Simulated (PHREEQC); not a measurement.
A made-up water analysis in mg/L, 15 °C, pH 7.74, pe 2.2:

```tsv
constituent	mg/L
Na	7250
K	100
Ca	218
Mg	481
Cl	12300
S(6) as SO4	1290
Alkalinity as HCO3	11.3
Fe(2)	358
```

Valence states are taken as typed.

Equilibrium calculation in PHREEQC: ion-association model, phreeqc.dat.

* **ionic strength**: 0.415 mol/kgw
* **activity of water**: 0.988
* **specific conductance**: 26600 µS/cm
* **density**: 1.016 g/cm³
* **charge-balance error**: 1.0 %

```json
[
 {"species": "Cl-", "molality": "0.354", "activity": "0.236", "log γ": "-0.176"},
 {"species": "Na+", "molality": "0.320", "activity": "0.232", "log γ": "-0.140"},
 {"species": "Mg+2", "molality": "0.0185", "activity": "0.00564", "log γ": "-0.516"},
 {"species": "SO4-2", "molality": "0.00832", "activity": "0.00188", "log γ": "-0.646"},
 {"species": "Fe+2", "molality": "0.00549", "activity": "0.00147", "log γ": "-0.571"},
 {"species": "Ca+2", "molality": "0.00516", "activity": "0.00142", "log γ": "-0.561"},
 {"species": "NaSO4-", "molality": "0.00289", "activity": "0.00204", "log γ": "-0.151"},
 {"species": "K+", "molality": "0.00259", "activity": "0.00171", "log γ": "-0.180"},
 {"species": "MgSO4", "molality": "0.00173", "activity": "0.00190", "log γ": "0.041"},
 {"species": "FeCl+", "molality": "0.000654", "activity": "0.000480", "log γ": "-0.134"},
 {"species": "CaSO4", "molality": "0.000398", "activity": "0.000438", "log γ": "0.041"},
 {"species": "FeSO4", "molality": "0.000370", "activity": "0.000407", "log γ": "0.041"},
 {"species": "HCO3-", "molality": "0.000119", "activity": "8.39e-5", "log γ": "-0.151"},
 {"species": "KSO4-", "molality": "2.67e-5", "activity": "1.88e-5", "log γ": "-0.151"},
 {"species": "FeHCO3+", "molality": "1.68e-5", "activity": "1.24e-5", "log γ": "-0.134"},
 {"species": "FeOH+", "molality": "1.68e-5", "activity": "1.17e-5", "log γ": "-0.157"}
]
```

No solid was allowed to form. The solution is supersaturated, for example in Siderite, so a real one may precipitate; this is no full list.
